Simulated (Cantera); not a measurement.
An isothermal, constant-pressure homogeneous reactor starts with H₂ : O₂ : N₂ = 0.42 : 1 : 0.91 (molar parts), at 1125 K and 100000 Pa.

Cantera simulation using the H2/O2 subset of GRI-Mech 3.0, which has no nitrogen chemistry; the numbers are that mechanism's predictions, not measurements. The temperature is held fixed by assumption; the heat of reaction is taken as removed at once.

x: mole fraction; the columns are a selection and need not sum to one.

```tsv
t (s)	x H₂	x O₂	x OH	x H	x HO₂
0.000100	0.0115	0.376	0.000455	0.000120	[?]
0.000430	0.00488	0.374	4.47e-5	4.47e-6	[?]
0.00185	0.00207	0.373	2.15e-5	9.05e-7	[?]
0.00794	0.000382	0.373	8.83e-6	6.67e-8	[?]
0.0341	3.80e-5	0.373	2.65e-6	2.01e-9	[?]
0.147	7.80e-7	0.373	1.52e-6	2.58e-11	[?]
0.630	7.89e-10	0.373	1.62e-6	1.24e-12	1.20e-8
2.71	7.87e-10	0.373	1.65e-6	1.26e-12	1.19e-8
11.6	7.87e-10	0.373	1.65e-6	1.26e-12	1.19e-8
50.0	7.87e-10	0.373	1.65e-6	1.26e-12	1.19e-8
```

Question: Complete the blanks.

Answer: 
- 0.000100, x HO₂: 0.000222
- 0.000430, x HO₂: 0.000109
- 0.00185, x HO₂: 5.56e-5
- 0.00794, x HO₂: 1.41e-5
- 0.0341, x HO₂: 1.72e-6
- 0.147, x HO₂: 5.11e-8
